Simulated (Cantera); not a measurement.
A closed system holds: 1 mol Si(CH3)4, 1.1 mol C2H4, 1700 mol H2, equilibrated at 2548 K and 255 Torr.

These are equilibrium values from Cantera (NASA tables, ideal gas, pure condensed phases), not measurements of a reactor. Candidate condensed phases: C, C6H6, C7H8, C8H18, Si, SiC; 87 gas species. Gases not in the tables: Si2H6 and higher silanes. Equilibrium is a limit: real reactors are often held back by kinetics, nucleation or transport.

Base state: H2 0.946, H 0.0516, C2H2 (acetylene) 0.00172, Si 0.000456, SiH 6.36e-5, SiH2 2.63e-5, SiC2 1.86e-5, CH4 1.57e-5 (mole fractions); condensed: gas only.

Q: What changes in the equilibrium state with this change: pressure from 255 Torr to 28.5 Torr?

A: 
```json
[
 {"species": "H2", "before": "0.946", "after": "0.851"},
 {"species": "H", "before": "0.0516", "after": "0.146"},
 {"species": "C2H2 (acetylene)", "before": "0.00172", "after": "0.00162"},
 {"species": "Si", "before": "0.000456", "after": "0.000495"},
 {"species": "CH4", "before": "1.57e-5", "after": "1.46e-6"},
 {"species": "SiH2", "before": "2.63e-5", "after": "2.88e-6"}
]
```

Q: What changes in the equilibrium state with this change: temperature from 2548 K to 900 K?

A: 
| species | before | after |
|---|---|---|
| H2 | 0.946 | 0.997 |
| CH4 | 1.57e-5 | 0.00305 |
| H | 0.0516 | <1e-9 |
| Si | 0.000456 | <1e-9 |
| C2H2 (acetylene) | 0.00172 | <1e-9 |
| SiH | 6.36e-5 | <1e-9 |
| SiH2 | 2.63e-5 | <1e-9 |
| SiC(s), mol | 0 | 1.000 |
